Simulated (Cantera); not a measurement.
An adiabatic, constant-volume homogeneous reactor starts with CH4 : CO : O2 : N2 = 1 : 1 : 1.25 : 4.7 (molar parts), equivalence ratio 2.0, at 1525 K and 28.0 bar. Integrator tolerance rtol = 1e-08.

Computed with Cantera and GRI-Mech 3.0 (53 species, 325 reactions). The pressure lies above the range GRI-Mech 3.0 was tuned for (to about 10 atm).

Q: What does this change do: O2 1.25 to 1.8 parts?

A: 
```csv
quantity,before,after
time of steepest temperature rise,0.103 ms,61.1 µs
temperature at 0.200 s,2999 K,3400 K
equilibrium temperature,2999 K,3400 K
x(CH4) at 0.200 s,2.64e-9 (gas-phase equilibrium 2.93e-9),5.28e-11 (gas-phase equilibrium 6.24e-11)
x(CO) at 0.200 s,0.192 (gas-phase equilibrium 0.192),0.147 (gas-phase equilibrium 0.147)
x(O2) at 0.200 s,6.61e-5 (gas-phase equilibrium 6.61e-5),0.00591 (gas-phase equilibrium 0.00591)
x(CH2CO) at 0.200 s,4.06e-11 (gas-phase equilibrium 4.39e-11),3.10e-12 (gas-phase equilibrium 3.29e-12)
x(C2H2) at 0.200 s,2.76e-11 (gas-phase equilibrium 2.98e-11),<1e-12 (gas-phase equilibrium <1e-12)
x(OH) at 0.200 s,0.00290 (gas-phase equilibrium 0.00290),0.0211 (gas-phase equilibrium 0.0211)
```
Above 3000 K some thermodynamic fits are extrapolated.
